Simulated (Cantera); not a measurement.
Input: 1 mol Fe(CO)5, 1.8 mol H2, 3 mol N2, at 0.00670 bar.

Method: chemical equilibrium by Gibbs-energy minimisation in Cantera with the NASA 1993 tables (ideal gas, pure condensed phases). Candidate condensed phases: C, C6H6, C7H8, C8H18, Fe, Fe(CO)5, FeO, Fe(OH)2, Fe(OH)3, Fe2O3, Fe3O4, H2O; 140 gas species. Condensed phases not in the tables: cementite and carbon dissolved in iron. The numbers say what is thermodynamically allowed, not how fast it happens.

Q: At 1173 K, list the 6 most abundant gas species with their mole fractions, and the condensed phases.

A: CO 0.510, N2 0.306, H2 0.184, CO2 4.86e-5, H2O 2.23e-5, HCN 1.30e-5. Condensed: C(graphite) + Fe(α).
